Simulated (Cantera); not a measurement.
An isothermal, constant-pressure homogeneous reactor starts with 33.3 % CH₄, 66.7 % H₂, at 1850 K and 0.300 bar.

Computed with Cantera and GRI-Mech 3.0 (53 species, 325 reactions). GRI-Mech 3.0 stops at C3 and has no aromatics, soot or wall deposition, so with more carbon than oxygen in the feed, carbon stays in small species such as C2H2 where larger ones or solid carbon would form.

x: mole fraction; the columns are a selection and need not sum to one.

```csv
t (s),x CH₄,x H₂,x C₂H₂,x C₂H₄,x CH₃
2.00e-5,0.333,0.667,1.61e-8,2.88e-6,___
5.49e-5,0.331,0.667,1.49e-6,6.14e-5,___
0.000151,0.326,0.669,0.000130,0.000996,___
0.000413,0.302,0.682,0.00432,0.00546,___
0.00113,0.245,0.718,0.0261,0.00565,___
0.00311,0.161,0.772,0.0610,0.00266,___
0.00854,0.0814,0.822,0.0928,0.00103,___
0.0234,0.0332,0.853,0.112,0.000589,___
0.0643,0.0123,0.866,0.120,0.000532,___
0.176,0.00515,0.871,0.122,0.000533,___
0.484,0.00352,0.872,0.123,0.000534,7.49e-5
1.33,0.00345,0.872,0.123,0.000534,7.33e-5
3.64,0.00345,0.872,0.123,0.000534,7.33e-5
10.0,0.00345,0.872,0.123,0.000534,7.33e-5
```

Question: Complete the blanks.

Answer: 
- 2.00e-5, x CH₃: 0.000607
- 5.49e-5, x CH₃: 0.00160
- 0.000151, x CH₃: 0.00365
- 0.000413, x CH₃: 0.00492
- 0.00113, x CH₃: 0.00411
- 0.00311, x CH₃: 0.00282
- 0.00854, x CH₃: 0.00153
- 0.0234, x CH₃: 0.000666
- 0.0643, x CH₃: 0.000257
- 0.176, x CH₃: 0.000109
